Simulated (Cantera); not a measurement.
A closed system holds: 1 mol SiHCl3, 1800 mol H2, held at 1723 K and 1000 Pa.

These are equilibrium values from Cantera (NASA tables, ideal gas, pure condensed phases), not measurements of a reactor. Candidate condensed phases: Si; 19 gas species. Gases not in the tables: Si2H6 and higher silanes. Kinetics and transport are ignored.

Base state: H2 0.996, H 0.00182, HCl 0.00164, Si 9.83e-5, SiH2 1.69e-5, SiH 1.41e-5 (mole fractions); condensed: Si(l).

Q: What changes in the equilibrium state with this change: H2 from 1800 to 140 mol?

A: 
| species | before | after |
|---|---|---|
| H2 | 0.996 | 0.978 |
| HCl | 0.00164 | 0.0186 |
| H | 0.00182 | 0.00180 |
| SiCl2 | 9.33e-6 | 0.00122 |
| Cl | 2.32e-6 | 2.66e-5 |
| SiCl | 2.25e-6 | 2.58e-5 |
| SiH2 | 1.69e-5 | 1.66e-5 |
| SiH | 1.41e-5 | 1.40e-5 |
| Si(l), mol | 0.743 | 0.804 |
The tables' values for SiCl are old estimates; treat these amounts as uncertain.
